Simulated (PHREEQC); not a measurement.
Solution (25 °C): 16 mmol/kgw Ag2SO4, 11 mmol/kgw HF and 39 mmol/kgw Cu(NO3)2. Closed to the air; pH follows from the charge balance.

Computed with PHREEQC (ion-association model, wateq4f.dat).

No solid was allowed to form.

**Question.** Order these S species by the share of S that they hold, largest first: CuSO4, AgSO4-, SO4-2, HSO4-.

**Answer.** SO4-2 (48 %), CuSO4 (38 %), AgSO4- (9.3 %), HSO4- (4.8 %)

**Question.** Order these Ag species by the share of Ag that they hold, largest first: AgF, AgSO4-, Ag+, AgNO3.

**Answer.** Ag+ (93 %), AgSO4- (4.7 %), AgNO3 (2.0 %), AgF (0.33 %)

The pH is 2.64 and the ionic strength 0.138 mol/kgw.
